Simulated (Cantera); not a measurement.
Cantera run, input and output.

```python
import numpy as np
import cantera as ct

gas = ct.Solution("gri30.yaml")
gas.TPX = 925, 101325, {'CH3OH': 0.0021, 'O2': 0.0098, 'N2': 1}
reactor = ct.IdealGasConstPressureReactor(gas, energy="off", clone=False)
net = ct.ReactorNet([reactor])
net.rtol, net.atol = 1e-08, 1e-18
show = ['CH3OH', 'O2', 'H2', 'OH', 'C2H2', 'CH2']
times = np.geomspace(1e-06, 40, 13)

steps = ct.SolutionArray(gas, extra=["t"])
rows = []
print(f"{'t/s':>10s}{'T/K':>9s}{'P/Pa':>11s}" + "".join(f"{s:>11s}" for s in show))
for t in times:
    while net.time < t:
        t_next = net.step()
        steps.append(gas.state, t=t_next)
    rows.append([np.interp(t, steps.t, y) for y in (steps.T, steps.P, *steps(*show).X.T)])
    print(f"{t:10.3e}{rows[-1][0]:9.1f}{rows[-1][1]:11.4g}" + "".join(f"{x:11.3e}" for x in rows[-1][2:]))
rate = np.gradient(steps.T, steps.t)
print("integrator steps:", len(steps.t))
if steps.T.max() > steps.T[0] + 200:
    print(f"time of steepest temperature rise: {steps.t[rate.argmax()]:.4e} s")
gas.TPX = 925, 101325, {'CH3OH': 0.0021, 'O2': 0.0098, 'N2': 1}
gas.equilibrate("TP")
print(f"equilibrium (TP): T = {gas.T:.1f} K  " + "  ".join(f"{s} {gas[s].X[0]:.3e}" for s in show))
```

Output:

```
       t/s      T/K       P/Pa      CH3OH         O2         H2         OH       C2H2        CH2
 1.000e-06    925.0  1.013e+05  2.075e-03  9.685e-03  1.164e-17  1.304e-15  9.288e-30  7.587e-16
 4.300e-06    925.0  1.013e+05  2.075e-03  9.685e-03  4.858e-16  5.348e-15  1.920e-28  1.379e-15
 1.849e-05    925.0  1.013e+05  2.075e-03  9.685e-03  1.220e-14  1.356e-14  1.308e-27  1.433e-15
 7.953e-05    925.0  1.013e+05  2.075e-03  9.685e-03  1.452e-13  1.764e-14  6.127e-27  1.433e-15
 3.420e-04    925.0  1.013e+05  2.075e-03  9.685e-03  8.255e-13  1.790e-14  2.685e-26  1.433e-15
 1.471e-03    925.0  1.013e+05  2.075e-03  9.685e-03  3.793e-12  1.799e-14  1.160e-25  1.433e-15
 6.325e-03    925.0  1.013e+05  2.075e-03  9.685e-03  1.706e-11  1.825e-14  4.993e-25  1.433e-15
 2.720e-02    925.0  1.013e+05  2.075e-03  9.685e-03  7.770e-11  1.852e-14  2.150e-24  1.433e-15
 1.170e-01    925.0  1.013e+05  2.075e-03  9.685e-03  3.496e-10  1.868e-14  9.337e-24  1.433e-15
 5.030e-01    925.0  1.013e+05  2.075e-03  9.685e-03  1.664e-09  2.028e-14  4.187e-23  1.433e-15
 2.163e+00    925.0  1.013e+05  2.075e-03  9.685e-03  1.096e-08  4.783e-14  2.116e-22  1.433e-15
 9.302e+00    925.0  1.013e+05  2.074e-03  9.684e-03  3.371e-07  2.056e-12  1.751e-21  1.433e-15
 4.000e+01    925.0  1.013e+05  4.178e-15  6.866e-03  4.831e-06  9.244e-09  8.213e-24  2.249e-20
integrator steps: 1809
equilibrium (TP): T = 925.0 K  CH3OH 1.269e-45  O2 6.564e-03  H2 3.998e-13  OH 2.019e-09  C2H2 1.019e-68  CH2 3.227e-55
```

Cantera simulation using GRI-Mech 3.0 (53 species, 325 reactions); the numbers are that mechanism's predictions, not measurements. GRI-Mech 3.0 was tuned for natural gas; its chemistry of methanol as a main component is partial and can be far from experiment. Below about 1000 K GRI-Mech 3.0 lacks low-temperature oxidation paths.
